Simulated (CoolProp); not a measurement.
Vapour pressure (kPa) of tetradecamethylhexasiloxane (MD4M): the reference equation beside estimates from Tc = 380.0 °C, pc = 828.6 kPa, ω = 0.800. Clausius-Clapeyron is anchored at 60.45 °C with a constant enthalpy of vaporisation of 74.51 kJ/mol.

The numbers come from the reference Helmholtz-energy equation of state, Thol 2019 in CoolProp.

```json
[
 {"T (°C)": "52.85", "reference": "0.01056", "Lee-Kesler": "0.01625", "Clausius-Clapeyron": "0.01061", "van der Waals": "22.74", "Redlich-Kwong": "1.824", "Soave-Redlich-Kwong": "0.01523"},
 {"T (°C)": "56.65", "reference": "0.01455", "Lee-Kesler": "0.02174", "Clausius-Clapeyron": "0.01457", "van der Waals": "24.59", "Redlich-Kwong": "2.140", "Soave-Redlich-Kwong": "0.02046"},
 {"T (°C)": "60.45", "reference": "0.01985", "Lee-Kesler": "0.02885", "Clausius-Clapeyron": "0.01985", "van der Waals": "26.54", "Redlich-Kwong": "2.499", "Soave-Redlich-Kwong": "0.02725"},
 {"T (°C)": "64.25", "reference": "0.02683", "Lee-Kesler": "0.03799", "Clausius-Clapeyron": "0.02686", "van der Waals": "28.61", "Redlich-Kwong": "2.905", "Soave-Redlich-Kwong": "0.03601"},
 {"T (°C)": "68.05", "reference": "0.03594", "Lee-Kesler": "0.04965", "Clausius-Clapeyron": "0.03611", "van der Waals": "30.78", "Redlich-Kwong": "3.363", "Soave-Redlich-Kwong": "0.04722"},
 {"T (°C)": "71.85", "reference": "0.04773", "Lee-Kesler": "0.06441", "Clausius-Clapeyron": "0.04822", "van der Waals": "33.07", "Redlich-Kwong": "3.877", "Soave-Redlich-Kwong": "0.06145"},
 {"T (°C)": "75.65", "reference": "0.06286", "Lee-Kesler": "0.08297", "Clausius-Clapeyron": "0.06400", "van der Waals": "35.48", "Redlich-Kwong": "4.453", "Soave-Redlich-Kwong": "0.07940"},
 {"T (°C)": "79.45", "reference": "0.08211", "Lee-Kesler": "0.1062", "Clausius-Clapeyron": "0.08441", "van der Waals": "38.01", "Redlich-Kwong": "5.094", "Soave-Redlich-Kwong": "0.1019"},
 {"T (°C)": "83.25", "reference": "0.1064", "Lee-Kesler": "0.1349", "Clausius-Clapeyron": "0.1107", "van der Waals": "40.66", "Redlich-Kwong": "5.807", "Soave-Redlich-Kwong": "0.1299"},
 {"T (°C)": "87.05", "reference": "0.1369", "Lee-Kesler": "0.1704", "Clausius-Clapeyron": "0.1443", "van der Waals": "43.44", "Redlich-Kwong": "6.596", "Soave-Redlich-Kwong": "0.1644"},
 {"T (°C)": "90.85", "reference": "0.1749", "Lee-Kesler": "0.2139", "Clausius-Clapeyron": "0.1871", "van der Waals": "46.34", "Redlich-Kwong": "7.468", "Soave-Redlich-Kwong": "0.2069"},
 {"T (°C)": "94.65", "reference": "0.2219", "Lee-Kesler": "0.2669", "Clausius-Clapeyron": "0.2413", "van der Waals": "49.39", "Redlich-Kwong": "8.428", "Soave-Redlich-Kwong": "0.2589"},
 {"T (°C)": "98.45", "reference": "0.2795", "Lee-Kesler": "0.3312", "Clausius-Clapeyron": "0.3096", "van der Waals": "52.56", "Redlich-Kwong": "9.481", "Soave-Redlich-Kwong": "0.3219"},
 {"T (°C)": "102.25", "reference": "0.3499", "Lee-Kesler": "0.4086", "Clausius-Clapeyron": "0.3952", "van der Waals": "55.88", "Redlich-Kwong": "10.63", "Soave-Redlich-Kwong": "0.3981"},
 {"T (°C)": "106.05", "reference": "0.4353", "Lee-Kesler": "0.5015", "Clausius-Clapeyron": "0.5020", "van der Waals": "59.34", "Redlich-Kwong": "11.89", "Soave-Redlich-Kwong": "0.4897"}
]
```

Absolute difference from the reference over all 15 rows, mean and median: Lee-Kesler 31.3 and 29.3 %, Clausius-Clapeyron 4.7 and 2.8 %, van der Waals 69863.3 and 46191.6 %, Redlich-Kwong 7478.1 and 6103.9 %, Soave-Redlich-Kwong 25.7 and 24.1 %.
